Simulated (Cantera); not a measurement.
An isothermal, constant-pressure homogeneous reactor starts with 3.18 % H2, 77.5 % O2, 19.4 % N2, equivalence ratio 0.021, at 1325 K and 0.0133 bar.

Cantera simulation using the H2/O2 subset of GRI-Mech 3.0, which has no nitrogen chemistry; the numbers are that mechanism's predictions, not measurements. Radical loss at walls, strong at low pressure, is not modelled.

x: mole fraction; the columns are a selection and need not sum to one.

```json
[
 {"t (s)": "5.00e-6", "x H2": "0.0318", "x O2": "0.775", "x O": "7.05e-11", "x H": "8.90e-10", "x H2O": "1.40e-12", "x HO2": "9.59e-10", "x OH": "7.00e-11"},
 {"t (s)": "1.75e-5", "x H2": "0.0318", "x O2": "0.775", "x O": "7.53e-10", "x H": "2.65e-9", "x H2O": "5.27e-11", "x HO2": "3.35e-9", "x OH": "7.35e-10"},
 {"t (s)": "6.10e-5", "x H2": "0.0318", "x O2": "0.775", "x O": "6.66e-9", "x H": "6.68e-9", "x H2O": "1.65e-9", "x HO2": "1.17e-8", "x OH": "6.13e-9"},
 {"t (s)": "0.000213", "x H2": "0.0318", "x O2": "0.775", "x O": "5.93e-8", "x H": "2.54e-8", "x H2O": "4.39e-8", "x HO2": "4.09e-8", "x OH": "4.84e-8"},
 {"t (s)": "0.000743", "x H2": "0.0318", "x O2": "0.775", "x O": "2.95e-6", "x H": "9.99e-7", "x H2O": "3.81e-6", "x HO2": "1.46e-7", "x OH": "2.27e-6"},
 {"t (s)": "0.00259", "x H2": "…", "x O2": "0.751", "x O": "…", "x H": "…", "x H2O": "…", "x HO2": "…", "x OH": "…"},
 {"t (s)": "0.00906", "x H2": "0.000422", "x O2": "0.749", "x O": "0.0227", "x H": "0.00317", "x H2O": "0.0282", "x HO2": "1.47e-6", "x OH": "0.00314"},
 {"t (s)": "0.0316", "x H2": "0.000347", "x O2": "0.753", "x O": "0.0183", "x H": "0.00231", "x H2O": "0.0290", "x HO2": "1.37e-6", "x OH": "0.00286"},
 {"t (s)": "0.110", "x H2": "0.000190", "x O2": "0.761", "x O": "0.00966", "x H": "0.000899", "x H2O": "0.0304", "x HO2": "1.08e-6", "x OH": "0.00213"},
 {"t (s)": "0.385", "x H2": "4.74e-5", "x O2": "0.768", "x O": "0.00234", "x H": "0.000109", "x H2O": "0.0316", "x HO2": "5.36e-7", "x OH": "0.00107"},
 {"t (s)": "1.35", "x H2": "6.31e-6", "x O2": "0.771", "x O": "0.000309", "x H": "5.22e-6", "x H2O": "0.0321", "x HO2": "1.38e-7", "x OH": "0.000391"},
 {"t (s)": "4.70", "x H2": "8.05e-7", "x O2": "0.771", "x O": "3.94e-5", "x H": "2.38e-7", "x H2O": "0.0322", "x HO2": "3.00e-8", "x OH": "0.000140"},
 {"t (s)": "16.4", "x H2": "1.37e-7", "x O2": "0.771", "x O": "6.73e-6", "x H": "1.68e-8", "x H2O": "0.0322", "x HO2": "1.78e-8", "x OH": "5.78e-5"},
 {"t (s)": "57.3", "x H2": "…", "x O2": "0.771", "x O": "…", "x H": "…", "x H2O": "0.0323", "x HO2": "2.33e-8", "x OH": "3.40e-5"},
 {"t (s)": "200", "x H2": "4.30e-8", "x O2": "0.771", "x O": "2.11e-6", "x H": "2.96e-9", "x H2O": "0.0323", "x HO2": "2.42e-8", "x OH": "3.24e-5"}
]
```

Problem. Complete the blanks.

Solution. 
- 0.00259, x H2: 0.00299
- 0.00259, x O: 0.0190
- 0.00259, x H: 0.00465
- 0.00259, x H2O: 0.0239
- 0.00259, x HO2: 1.82e-6
- 0.00259, x OH: 0.00512
- 57.3, x H2: 4.75e-8
- 57.3, x O: 2.33e-6
- 57.3, x H: 3.43e-9
